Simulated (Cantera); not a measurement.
Input: 1 mol CH2F2, 0.034 mol Si, a varied amount of H2, held at 0.110 bar.

These are equilibrium values from Cantera (NASA tables, ideal gas, pure condensed phases), not measurements of a reactor. Candidate condensed phases: C, C6H6, C7H8, C8H18, Si, SiC; 113 gas species. The tables' values for SiF2, SiF3 are old estimates. Equilibrium is a limit: real reactors are often held back by kinetics, nucleation or transport.

Stable condensed phases, one row left out:

```
T in °C \ n(H2) in mol
         0.17 0.24 0.36 0.52 0.75  1.1  1.6  2.3  3.4  4.9  7.1   10
   2850     A    A    A    A    A    A    A    A    A    B    B    B
   2800     A    A    A    A    A    A    A    A    A    A    B    B
   2700     A    A    A    A    A    A    A    A    A    A    A    B
   2650     A    A    A    A    A    A    A    A    A    A    A    A
   2600     A    A    A    A    A    A    A    A    A    A    A    A
   2550     A    A    A    A    A    A    A    A    A    A    A    A
   2500     A    A    A    A    A    A    A    A    A    A    A    A
   2450     A    A    A    A    A    A    A    A    A    A    A    A
   2400     A    A    A    A    A    A    A    A    A    A    A    A
   2350     A    A    A    A    A    A    A    A    A    A    A    A
   2300     A    A    A    A    A    A    A    A    A    A    A    A
   2250     A    A    A    A    A    A    A    A    A    A    A    A
```

A: C; B: gas only.

### Question
Give the row for 2750 °C.

### Answer
0.17: C; 0.24: C; 0.36: C; 0.52: C; 0.75: C; 1.1: C; 1.6: C; 2.3: C; 3.4: C; 4.9: C; 7.1: C; 10: gas only.
